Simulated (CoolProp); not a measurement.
The numbers come from the reference Helmholtz-energy equation of state, Thol 2014 in CoolProp.

Problem. Give the vapour pressure (MPa), vapour density (kg/m³), liquid cp (kJ/(kg K)), surface tension (mN/m) of saturated diethyl ether at 392.2 K.

Solution. 
```csv
T (K),p (MPa),vapour density (kg/m³),liquid cp (kJ/(kg K)),surface tension (mN/m)
392.2,0.989,28.5,2.79,5.99
```

Surface tension comes from a separate correlation (Mulero 2014).
